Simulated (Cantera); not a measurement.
Input (Python, Cantera) and output of one run.

```python
import numpy as np
import cantera as ct

gas_names = [...]  # 110 gases of nasa_gas.yaml made of C, H, O
cond_names = """
    C(gr) C6H6(L) C7H8(L) C8H18(L),n-octa H2O(s) H2O(L)
""".split()


# ... load() reads the species with a 1 bar reference pressure and builds the phases ...
atoms = {
    'C2H5OH': {'C': 2, 'H': 6, 'O': 1},
    'H2O': {'H': 2, 'O': 1},
    'H2': {'H': 2},
}
top_T = {'C(gr)': 4500}  # K; cautious upper limits of use, not melting points


# ... equilibrate(T, P, feed) seeds the gas with the atoms and calls Mixture.equilibrate('TP', solver="vcs", rtol=1e-11, max_steps=5000) ...
results = []
feed = {'C2H5OH': 1, 'H2O': 5.8, 'H2': 0.35}  # mol
P = 13332.2  # Pa
for T in [548, 698, 848, 998, 1148, 1298, 1448, 1598, 1748, 1898]:
    mix = equilibrate(T, P, feed)
    results.append((T, P, feed, dict(zip(mix.species_names, mix.species_moles))))

top = {s: max(r[3][s] / sum(r[3][g] for g in gas_names) for r in results) for s in gas_names}
cols = sorted((s for s in top if top[s] > 0.0001), key=lambda s: -top[s])[:7]
seen = [c for c in cond_names if any(r[3].get(c, 0) > 1e-12 for r in results)]
print("log10 of partial pressures in bar; condensed amounts in mol")
print(f"{'T/K':>10s}" + "".join(f"{s[:9]:>10s}" for s in cols + seen))
for T, P, feed, n in results:
    ng = sum(n[g] for g in gas_names)
    print(f"{T:10.4g}" + "".join(f"{np.log10(max(n[s] / ng * P / 1e5, 1e-99)):10.3f}" for s in cols)
          + "".join(f"{n.get(c, 0):10.4g}" for c in seen))
```

Result:

```
log10 of partial pressures in bar; condensed amounts in mol
       T/K       H2O        H2       CH4        CO       CO2         H        OH
       548    -1.041    -1.995    -1.638    -4.768    -2.039   -19.148   -23.615
       698    -1.229    -1.328    -2.015    -2.867    -1.786   -14.309   -18.317
       848    -1.374    -1.173    -3.565    -2.094    -1.805   -11.307   -14.765
       998    -1.344    -1.193    -5.563    -1.927    -1.917    -9.264   -12.077
      1148    -1.320    -1.211    -7.096    -1.841    -2.022    -7.750   -10.083
      1298    -1.304    -1.224    -8.289    -1.790    -2.114    -6.582    -8.550
      1448    -1.293    -1.233    -9.237    -1.757    -2.192    -5.652    -7.335
      1598    -1.285    -1.240   -10.007    -1.736    -2.257    -4.894    -6.349
      1748    -1.280    -1.245   -10.642    -1.720    -2.313    -4.264    -5.532
      1898    -1.276    -1.250   -11.175    -1.709    -2.359    -3.732    -4.845
```

Equilibrium computed with Cantera from the NASA thermochemical tables; the gas is ideal and each condensed phase is pure.
